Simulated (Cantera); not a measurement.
**Catalytic stagnation flow on Pt**

A jet of 1.80 % CH4, 14.8 % O2, 83.4 % N2, equivalence ratio 0.24 at 300 K and 0.0849 atm hits a platinum plate 8.2 cm away at a mass flux of 0.057 kg/m²/s; the plate temperature is set and raised in steps from an oxygen-covered start.

Detailed kinetics in Cantera: Deutschmann's 1995 Pt surface mechanism with GRI-Mech 3.0 gas chemistry. Catalytic surfaces can have several steady states; this one follows from the mechanism file's or the stated starting coverage.

```
plate T (K)  wall x CH4  wall x O2  wall x H2O  wall x OH  wall x CO  wall x CO2  θ free Pt   θ O*
-----------  ----------  ---------  ----------  ---------  ---------  ----------  ---------  -----
950             0.00846      0.128      0.0176    7.78e-8    4.33e-6      0.0116      0.257  0.742
1000            0.00626      0.123      0.0217    2.13e-7    4.32e-6      0.0143      0.325  0.674
1050            0.00471      0.120      0.0245    5.16e-7    4.31e-6      0.0162      0.393  0.606
1100            0.00365      0.117      0.0264    1.13e-6    4.38e-6      0.0174      0.460  0.539
1150            0.00291      0.116      0.0276    2.27e-6    4.55e-6      0.0182      0.524  0.476
1200            0.00238      0.115      0.0284    4.26e-6    4.90e-6      0.0187      0.584  0.415
1250            0.00189      0.114      0.0292    7.61e-6    6.28e-6      0.0189      0.640  0.359
1300            0.00150      0.114      0.0299    1.28e-5    7.84e-6      0.0193      0.692  0.308
```
x: mole fraction at the wall; θ: surface coverage.
